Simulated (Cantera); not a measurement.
A Cantera script and its output.

```python
import numpy as np
import cantera as ct

surf = ct.Interface("diamond.yaml", "diamond_100")
gas, bulk = surf.adjacent["gas"], surf.adjacent["diamond"]
k = surf.kinetics_species_index(bulk.species_names[0])
cover = ["c6HH", "c6H*", "c6*H", "c6**", "c6HM", "c6B"]

rows, drift = [], 0.0
print(f"{'P':>10s}{'um/h':>11s}" + "".join(f"{s:>11s}" for s in cover))
for v in [1200, 1900, 3200, 5200, 8600, 14000, 23000, 39000]:
    T, P, xH, xCH3 = 1025, v, 0.03, 0.0011
    gas.TPX = T, P, {"H": xH, "CH3": xCH3, "CH4": 0.0029, "H2": 1 - xH - xCH3 - 0.0029}
    surf.TP = bulk.TP = T, P
    surf.coverages = "c6H*:0.1, c6HH:0.9"
    surf.advance_coverages(100.0)
    before = surf.coverages
    surf.advance_coverages(100.0)
    drift = max(drift, np.max(np.abs(surf.coverages - before) / (surf.coverages + 1e-9)))
    rate = surf.net_production_rates[k] * bulk.mean_molecular_weight / bulk.density * 3.6e9
    rows.append([rate, *surf[cover].coverages])
    print(f"{v:10.4g}{rate:11.4e}" + "".join(f"{x:11.3e}" for x in rows[-1][1:]))
```

Result:

```
         P       um/h       c6HH       c6H*       c6*H       c6**       c6HM        c6B
      1200 7.2952e+00  5.608e-01  2.017e-02  3.840e-01  1.130e-02  1.683e-02  1.980e-08
      1900 1.1743e+01  5.606e-01  2.020e-02  3.838e-01  1.130e-02  1.712e-02  3.187e-08
      3200 2.0016e+01  5.604e-01  2.027e-02  3.836e-01  1.131e-02  1.733e-02  5.431e-08
      5200 3.2763e+01  5.603e-01  2.039e-02  3.834e-01  1.133e-02  1.746e-02  8.891e-08
      8600 5.4483e+01  5.602e-01  2.060e-02  3.831e-01  1.136e-02  1.755e-02  1.478e-07
   1.4e+04 8.9102e+01  5.602e-01  2.093e-02  3.827e-01  1.141e-02  1.763e-02  2.418e-07
   2.3e+04 1.4715e+02  5.600e-01  2.148e-02  3.821e-01  1.149e-02  1.771e-02  3.993e-07
   3.9e+04 2.5151e+02  5.599e-01  2.244e-02  3.810e-01  1.164e-02  1.783e-02  6.825e-07
```

Model: the Harris–Goodwin 1993 mechanism for the reconstructed diamond (100) surface, integrated in Cantera.
